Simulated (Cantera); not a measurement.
A diamond (100) surface in a fixed gas of H2 with x(CH4) = 0.013, x(H) = 0.018, x(CH3) = 0.00064, at 1200 K; coverages are run to steady state.

Computed with Cantera and the Harris–Goodwin 1993 mechanism for the reconstructed diamond (100) surface.

θ: site fractions in the mechanism's names (c6HH fully hydrogenated, c6H* and c6*H radical sites, c6** diradical, c6HM methylated).

| P (Pa) | growth (µm/h) | θ c6HH | θ c6H* | θ c6*H | θ c6** | θ c6HM |
|---|---|---|---|---|---|---|
| 430 | (withheld) | 0.438 | 0.0384 | 0.491 | 0.0304 | 0.000962 |
| 720 | (withheld) | 0.437 | 0.0384 | 0.491 | 0.0304 | 0.00150 |
| 1200 | (withheld) | 0.437 | 0.0383 | 0.490 | 0.0304 | 0.00226 |
| 2000 | (withheld) | 0.436 | 0.0383 | 0.489 | 0.0303 | 0.00323 |
| 3400 | (withheld) | 0.435 | 0.0383 | 0.488 | 0.0303 | 0.00439 |
| 5600 | (withheld) | 0.435 | 0.0383 | 0.487 | 0.0303 | 0.00551 |
| 9400 | (withheld) | 0.434 | 0.0384 | 0.486 | 0.0302 | 0.00655 |
| 16000 | (withheld) | 0.433 | 0.0386 | 0.485 | 0.0303 | 0.00740 |

**Question.** What belongs in the gaps?

**Answer.** 
- 430, growth (µm/h): 0.500
- 720, growth (µm/h): 1.11
- 1200, growth (µm/h): 2.49
- 2000, growth (µm/h): 5.51
- 3400, growth (µm/h): 12.2
- 5600, growth (µm/h): 24.4
- 9400, growth (µm/h): 47.8
- 16000, growth (µm/h): 91.0
